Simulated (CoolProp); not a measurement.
Vapour-liquid equilibrium of R13 (1) + propylene (2) at 0.682 bar; x and y are mole fractions of (1).

Values from CoolProp's multi-fluid Helmholtz-energy mixture model, Platzer 1990 and Lemmon 2013; pair parameters Bell 2016. This equation is an older, rougher fit; its heat capacities, sound speeds and derivatives of the liquid may be far off and weren't checked against measurements.

| x | bubble temperature, mixture model (K) | bubble temperature, Raoult's law (K) | y, mixture model | y, Raoult's law |
|---|---|---|---|---|
| 0.05 | 209.7 | 213.6 | 0.346 | 0.209 |
| 0.125 | 202.4 | 209.0 | 0.591 | 0.429 |
| 0.2 | (withheld) | 205.1 | (withheld) | 0.577 |
| 0.275 | 195.0 | 201.9 | 0.772 | 0.682 |
| 0.35 | (withheld) | 199.1 | 0.813 | 0.758 |
| 0.425 | (withheld) | 196.7 | 0.842 | 0.816 |
| 0.5 | 190.1 | 194.5 | (withheld) | 0.860 |
| 0.575 | (withheld) | 192.6 | 0.883 | 0.895 |
| 0.65 | 188.3 | 190.9 | 0.900 | 0.923 |
| 0.725 | 187.5 | 189.3 | 0.917 | 0.945 |
| 0.8 | 186.7 | 187.9 | 0.935 | 0.964 |
| 0.875 | (withheld) | 186.6 | 0.956 | 0.979 |
| 0.95 | 185.2 | 185.4 | 0.981 | 0.992 |

### Question
Fill in the missing entries.

### Answer

- 0.2, bubble temperature, mixture model (K): 197.9
- 0.2, y, mixture model: 0.707
- 0.35, bubble temperature, mixture model (K): 192.9
- 0.425, bubble temperature, mixture model (K): 191.3
- 0.5, y, mixture model: 0.864
- 0.575, bubble temperature, mixture model (K): 189.1
- 0.875, bubble temperature, mixture model (K): 185.9

The largest gap from Raoult's law is -7.2 K in bubble temperature, at x = 0.2. No azeotrope shows between x = 0.05 and 0.95.

The pair parameters rest on a limited set of measurements; away from them the model extrapolates.
